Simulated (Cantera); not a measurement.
# Ignition delay

Mixture: 6.68 % CH₄, 1.14 % CO, 15.3 % O₂, 57.5 % N₂, 19.4 % CO₂, at 520000 Pa, adiabatic and at constant pressure. Ignition delay is the time to a rise of 400 K.

Cantera simulation using GRI-Mech 3.0 (53 species, 325 reactions); the numbers are that mechanism's predictions, not measurements.

```csv
T0 (K),delay (ms)
1250,7.51
1350,2.28
1450,0.762
1550,0.279
1650,0.112
1750,0.0505
1850,0.0254
1950,0.0141
2050,0.00848
2150,0.00548
```

| Quantity | Result |
|---|---|
| apparent activation energy between 1950 and 2150 K | 160 kJ/mol |
